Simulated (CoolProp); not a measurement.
Vapour-liquid equilibrium of trans-2-butene (1) + acetone (2) at 361.9 K; x and y are mole fractions of (1).

The numbers come from the multi-fluid Helmholtz-energy mixture model, Lemmon 2005 and Lemmon 2006; pair parameters Bell 2016 in CoolProp.

```csv
x,bubble pressure (MPa),y at the bubble point,dew pressure at overall composition x (MPa),liquid density (mol/L)
0.05,0.3767,0.281,0.2901,12.01
0.2,[?],0.602,0.3414,11.45
0.35,0.8059,0.718,0.4132,[?]
0.5,0.9287,0.782,[?],10.39
0.65,[?],0.832,0.6934,[?]
0.8,1.105,0.887,0.9632,9.507
0.95,1.179,[?],1.168,9.182
```

### Question
Complete the blanks.

### Answer

- 0.2, bubble pressure (MPa): 0.6287
- 0.35, liquid density (mol/L): 10.91
- 0.5, dew pressure at overall composition x (MPa): 0.5204
- 0.65, bubble pressure (MPa): 1.022
- 0.65, liquid density (mol/L): 9.919
- 0.95, y at the bubble point: 0.965

No azeotrope shows between x = 0.05 and 0.95.

Pair parameters are fitted to limited data, so mixtures are less certain than the pure fluids.
